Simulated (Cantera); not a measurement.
What does this Cantera script print?

```python
import numpy as np
import cantera as ct

gas = ct.Solution("gri30.yaml")
gas.TPX = 700, 1000000, {'CH4': 1, 'O2': 2.2, 'N2': 8.26}
inlet = ct.Reservoir(gas, clone=True)
gas.equilibrate("HP")  # start burning
reactor = ct.IdealGasConstPressureReactor(gas, energy="on", clone=False)
exhaust = ct.Reservoir(gas, clone=True)
tau = [0.028, 0.012, 0.0055, 0.0025, 0.0011, 0.00048, 0.00021, 9.5e-05, 4.2e-05, 1.9e-05, 8.3e-06][0]
for a, b in ((inlet, reactor), (reactor, exhaust)):
    ct.MassFlowController(a, b, mdot=lambda t: reactor.mass / tau)
net = ct.ReactorNet([reactor])
show = ['CH4', 'O2', 'CH2', 'HCN', 'NO', 'H']

rows = []
print(f"{'tau/s':>10s}{'T/K':>9s}" + "".join(f"{s:>11s}" for s in show))
for tau in [0.028, 0.012, 0.0055, 0.0025, 0.0011, 0.00048, 0.00021, 9.5e-05, 4.2e-05, 1.9e-05, 8.3e-06]:
    net.initial_time = 0.0
    net.advance(30 * tau)
    before = gas.X
    net.advance(40 * tau)
    drift = np.max(np.abs(gas.X - before) / (gas.X + 1e-9))
    rows.append([gas.T, *gas[show].X, drift])
    print(f"{tau:10.3e}{gas.T:9.1f}" + "".join(f"{x:11.3e}" for x in gas[show].X))
```

Output:

```
     tau/s      T/K        CH4         O2        CH2        HCN         NO          H
 2.800e-02   2420.2  1.035e-06  1.734e-02  4.062e-08  2.113e-07  4.054e-03  2.326e-04
 1.200e-02   2420.8  2.355e-06  1.785e-02  9.378e-08  3.732e-07  3.135e-03  2.411e-04
 5.500e-03   2420.2  4.966e-06  1.843e-02  2.009e-07  5.596e-07  2.206e-03  2.565e-04
 2.500e-03   2416.7  1.040e-05  1.908e-02  4.273e-07  7.687e-07  1.417e-03  2.874e-04
 1.100e-03   2407.4  2.181e-05  1.991e-02  9.097e-07  1.019e-06  8.663e-04  3.534e-04
 4.800e-04   2389.0  4.420e-05  2.111e-02  1.858e-06  1.342e-06  5.449e-04  4.880e-04
 2.100e-04   2358.6  8.593e-05  2.288e-02  3.565e-06  1.769e-06  3.628e-04  7.419e-04
 9.500e-05   2316.2  1.608e-04  2.531e-02  6.321e-06  2.308e-06  2.527e-04  1.154e-03
 4.200e-05   2256.9  3.162e-04  2.886e-02  1.101e-05  3.063e-06  1.716e-04  1.782e-03
 1.900e-05   2178.7  6.786e-04  3.421e-02  1.899e-05  4.167e-06  1.078e-04  2.480e-03
 8.300e-06    700.0  8.726e-02  1.920e-01  8.391e-33  3.121e-20  1.455e-19  4.125e-24
```

Cantera simulation using GRI-Mech 3.0 (53 species, 325 reactions); the numbers are that mechanism's predictions, not measurements.
